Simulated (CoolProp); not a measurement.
Vapour-liquid equilibrium of CH2F2 (R32) (1) + R125 (2) at 292.7 K; x and y are mole fractions of (1).

Model: multi-fluid Helmholtz-energy mixture model, Tillner-Roth 1997 and Lemmon 2005; pair parameters Lemmon 2004, in CoolProp.

```
x     bubble pressure (kPa)  y at the bubble point  dew pressure at overall composition x (kPa)  liquid density (mol/L)
----  ---------------------  ---------------------  -------------------------------------------  ----------------------
0.05                   1213                  0.063                                         1208                   10.41
0.15                   1256                  0.181                                         1245                   10.93
0.25                   1297                  0.292                                         1281                   11.50
0.35                   1334                  0.396                                            ?                   12.12
0.45                      ?                  0.493                                            ?                   12.81
0.55                   1396                  0.586                                         1386                   13.59
0.65                   1420                  0.676                                         1414                   14.48
0.75                   1439                  0.766                                         1436                   15.50
0.85                   1451                  0.856                                         1451                   16.69
0.95                   1457                  0.950                                         1457                   18.10
```

Q: What belongs in the gaps?

A: 
- 0.35, dew pressure at overall composition x (kPa): 1318
- 0.45, bubble pressure (kPa): 1368
- 0.45, dew pressure at overall composition x (kPa): 1353

No azeotrope shows between x = 0.05 and 0.95.

Pair parameters are fitted to limited data, so mixtures are less certain than the pure fluids.
